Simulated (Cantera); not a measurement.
## Thermodynamics of boron, boron nitride and boron oxide, feed B2H6 + H2O + H2

Feed: 1 mol B2H6, 0.12 mol H2O, 39 mol H2, held at 1.33 mbar.

These are equilibrium values from Cantera (NASA tables, ideal gas, pure condensed phases), not measurements of a reactor. Candidate condensed phases: B, B2O3, B3O3H3, H2O; 23 gas species. The feed counts by its element totals alone. Mutual solubility and eutectic melting of coexisting phases are not modelled. The tables' values for BH2 are old estimates; treat these amounts as uncertain. Rates play no part.

From 975 K to 1175 K the condensed part is B(s) + B2O3(l). From 1275 K to 2275 K the condensed part is B(s). The main B-bearing gas is B3O3H3 at 975 K and B at 2275 K. The share of B in condensed phases is highest at 975 K (98.6 %) and lowest at 2275 K (76.9 %).

```
T (K)  log p H2  log p H  log p B  log p HBO  log p BO  log p BH2  n B(s)  n B2O3(l)
-----  --------  -------  -------  ---------  --------  ---------  ------  ---------
975       -2.88   -10.38     <-14      -7.76    -13.38     -11.54    1.91     0.0307
1075      -2.88    -9.27     <-14      -6.72    -11.35     -10.56    1.91     0.0280
1175      -2.88    -8.35     <-14      -5.86     -9.67      -9.75    1.89     0.0138
1275      -2.88    -7.57     <-14      -5.47     -8.59      -9.07    1.88          0
1375      -2.88    -6.90   -13.48      -5.45     -7.98      -8.49    1.88          0
1475      -2.88    -6.33   -12.04      -5.44     -7.46      -8.00    1.88          0
1575      -2.88    -5.82   -10.79      -5.45     -7.02      -7.56    1.88          0
1675      -2.88    -5.37    -9.69      -5.46     -6.64      -7.18    1.88          0
1775      -2.88    -4.98    -8.71      -5.49     -6.33      -6.84    1.88          0
1875      -2.88    -4.63    -7.84      -5.54     -6.07      -6.55    1.87          0
1975      -2.89    -4.31    -7.06      -5.63     -5.88      -6.29    1.86          0
2075      -2.91    -4.03    -6.35      -5.75     -5.74      -6.06    1.83          0
2175      -2.94    -3.78    -5.71      -5.90     -5.65      -5.86    1.76          0
2275      -2.98    -3.56    -5.13      -6.08     -5.61      -5.71    1.54          0
```
log p: log10 of the partial pressure in bar; n: condensed amount in mol.
